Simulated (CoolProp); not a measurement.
Isopentane along the isotherm 159.85 °C: density (kg/m³) from the reference equation and from simpler models built on Tc = 187.2 °C, pc = 3.378 MPa, ω = 0.227; each cubic takes its own stable root.

Values from CoolProp's reference Helmholtz-energy equation of state, Lemmon 2006. It is a short technical equation, of lower accuracy than the large ones.

| p (MPa) | phase | reference |
|---|---|---|
| 0.603 | gas | 13.13 |
| 1.21 | gas | 29.34 |
| 1.81 | gas | 51.18 |
| 2.41 | liquid | 424.3 |
| 3.02 | liquid | 433.3 |
| 3.62 | liquid | 440.5 |
| 4.22 | liquid | 446.7 |
| 4.83 | liquid | 452.2 |
| 5.43 | liquid | 457.1 |
| 6.03 | liquid | 461.5 |
| 6.64 | liquid | 465.7 |
| 7.24 | liquid | 469.4 |
| 7.84 | liquid | 472.9 |
| 8.45 | liquid | 476.3 |

**Question.** How far does each simpler model (van der Waals, Redlich-Kwong, Soave-Redlich-Kwong, Peng-Robinson) lie from the reference over these 14 states: mean and median of the absolute difference, and the worst?

**Answer.** 
- van der Waals: mean 30.5 %, median 32.0 %, worst -82.3 % at 159.85 °C and 2.41 MPa
- Redlich-Kwong: mean 11.5 %, median 12.3 %, worst -21.0 % at 159.85 °C and 2.41 MPa
- Soave-Redlich-Kwong: mean 9.6 %, median 10.6 %, worst -16.7 % at 159.85 °C and 2.41 MPa
- Peng-Robinson: mean 1.8 %, median 1.3 %, worst -6.1 % at 159.85 °C and 2.41 MPa

At some of these states van der Waals gives the other phase, because its saturation line lies elsewhere.
